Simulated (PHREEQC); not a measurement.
Consider water at 20 °C with 3.1 mol/kgw KCl, 0.4 mol/kgw K2SO4 and 0.83 mol/kgw MgCl2. Closed to the air; pH follows from the charge balance.

The numbers come from PHREEQC with the Pitzer model, pitzer.dat.

Q: The ionic strength comes out as 6.79 mol/kgw. What activity coefficients do K+, Cl-, SO4-2, MgOH+, Mg+2 get?

A: K+ 0.64, Cl- 0.62, SO4-2 0.011, MgOH+ 0.51, Mg+2 0.89. Single-ion values are on the MacInnes scale.

Precipitation was switched off in this run. Saturation is exceeded, for instance for Arcanite; the values hold only as long as no solid forms. Species that the database lacks are ignored.
